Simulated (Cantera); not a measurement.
Input (Python, Cantera) and output of one run.

```python
import numpy as np
import cantera as ct

gas_names = """
    CL CL2 H HCL H2 N NH NH2 NH3 N2 N2H2 N2H4 Si SiCL SiCL2 SiCL3 SiCL4 SiH SiHCL3 SiH2 SiH2CL2 SiH3
    SiH3CL SiH4 SiN Si2 Si2N Si3
""".split()
cond_names = """
    NH4CL(a) NH4CL(b) Si(cr) Si(L) Si3N4(a)
""".split()


# ... load() reads the species with a 1 bar reference pressure and builds the phases ...
atoms = {
    'SiH2Cl2': {'Si': 1, 'H': 2, 'CL': 2},
    'NH3': {'N': 1, 'H': 3},
    'H2': {'H': 2},
}
top_T = {'Si3N4(a)': 2400}  # K; cautious upper limits of use, not melting points


# ... equilibrate(T, P, feed) seeds the gas with the atoms and calls Mixture.equilibrate('TP', solver="vcs", rtol=1e-11, max_steps=5000) ...
results = []
feed = {'SiH2Cl2': 1, 'NH3': 0.26, 'H2': 8.6}  # mol
P = 38000  # Pa
for T in [1598, 1623, 1648, 1673, 1698, 1723, 1748]:
    mix = equilibrate(T, P, feed)
    results.append((T, P, feed, dict(zip(mix.species_names, mix.species_moles))))
    x = sorted(zip(gas.X, gas.species_names), reverse=True)
    print(f"T = {T:g} K  P = {P:g} Pa  gas = {mix.phase_moles(0):.4g} mol")
    print("   x: " + "  ".join(f"{s} {v:.3e}" for v, s in x if v > 1e-06))
    print("   condensed (mol): " + ("  ".join(f"{mix.phase(i).name} {mix.phase_moles(i):.4g}"
          for i in range(1, mix.n_phases) if mix.phase_moles(i) > 1e-12) or "none"))
```

Output:

```
T = 1598 K  P = 38000 Pa  gas = 10.96 mol
   x: H2 8.631e-01  HCL 9.510e-02  SiCL2 3.608e-02  SiCL3 3.142e-03  SiHCL3 8.821e-04  N2 7.604e-04  SiCL4 6.774e-04  SiH2CL2 1.917e-04  H 8.022e-05  SiH3CL 1.244e-05  CL 6.994e-06  SiCL 5.176e-06  SiH2 4.223e-06
   condensed (mol): Si(cr) 0.3681  Si3N4(a) 0.06083
T = 1623 K  P = 38000 Pa  gas = 10.97 mol
   x: H2 8.621e-01  HCL 9.544e-02  SiCL2 3.696e-02  SiCL3 2.814e-03  N2 1.163e-03  SiHCL3 6.998e-04  SiCL4 5.000e-04  SiH2CL2 1.653e-04  H 1.041e-04  SiH3CL 1.171e-05  CL 9.079e-06  SiCL 7.227e-06  SiH2 5.576e-06
   condensed (mol): Si(cr) 0.3724  Si3N4(a) 0.05862
T = 1648 K  P = 38000 Pa  gas = 10.98 mol
   x: H2 8.611e-01  HCL 9.563e-02  SiCL2 3.771e-02  SiCL3 2.517e-03  N2 1.757e-03  SiHCL3 5.565e-04  SiCL4 3.702e-04  SiH2CL2 1.427e-04  H 1.341e-04  CL 1.167e-05  SiH3CL 1.102e-05  SiCL 9.971e-06  SiH2 7.298e-06
   condensed (mol): Si(cr) 0.38  Si3N4(a) 0.05535
T = 1673 K  P = 38000 Pa  gas = 11 mol
   x: H2 8.600e-01  HCL 9.567e-02  SiCL2 3.835e-02  N2 2.619e-03  SiCL3 2.250e-03  SiHCL3 4.439e-04  SiCL4 2.752e-04  H 1.713e-04  SiH2CL2 1.235e-04  CL 1.488e-05  SiCL 1.360e-05  SiH3CL 1.038e-05  SiH2 9.473e-06  Si 1.099e-06  SiH 1.062e-06
   condensed (mol): Si(cr) 0.392  Si3N4(a) 0.05059
T = 1698 K  P = 38000 Pa  gas = 11.02 mol
   x: H2 8.584e-01  HCL 9.608e-02  SiCL2 3.865e-02  N2 3.957e-03  SiCL3 2.009e-03  SiHCL3 3.548e-04  H 2.173e-04  SiCL4 2.064e-04  SiH2CL2 1.063e-04  CL 1.892e-05  SiCL 1.816e-05  SiH2 1.199e-05  SiH3CL 9.657e-06  Si 1.728e-06  SiH 1.537e-06
   condensed (mol): Si(L) 0.4147  Si3N4(a) 0.0432
T = 1723 K  P = 38000 Pa  gas = 11.04 mol
   x: H2 8.554e-01  HCL 9.736e-02  SiCL2 3.832e-02  N2 6.225e-03  SiCL3 1.789e-03  SiHCL3 2.836e-04  H 2.736e-04  SiCL4 1.567e-04  SiH2CL2 9.033e-05  CL 2.412e-05  SiCL 2.342e-05  SiH2 1.452e-05  SiH3CL 8.760e-06  Si 2.588e-06  SiH 2.122e-06
   condensed (mol): Si(L) 0.4587  Si3N4(a) 0.03062
T = 1748 K  P = 38000 Pa  gas = 11.09 mol
   x: H2 8.515e-01  HCL 9.843e-02  SiCL2 3.791e-02  N2 9.664e-03  SiCL3 1.593e-03  H 3.420e-04  SiHCL3 2.272e-04  SiCL4 1.194e-04  SiH2CL2 7.686e-05  CL 3.050e-05  SiCL 2.995e-05  SiH2 1.748e-05  SiH3CL 7.945e-06  Si 3.830e-06  SiH 2.900e-06
   condensed (mol): Si(L) 0.5224  Si3N4(a) 0.01143
```

Method: chemical equilibrium by Gibbs-energy minimisation in Cantera with the NASA 1993 tables (ideal gas, pure condensed phases). Mutual solubility and eutectic melting of coexisting phases are not modelled. The tables' values for SiCl3, SiCl are old estimates; treat these amounts as uncertain. Gases not in the tables: Si2H6 and higher silanes.
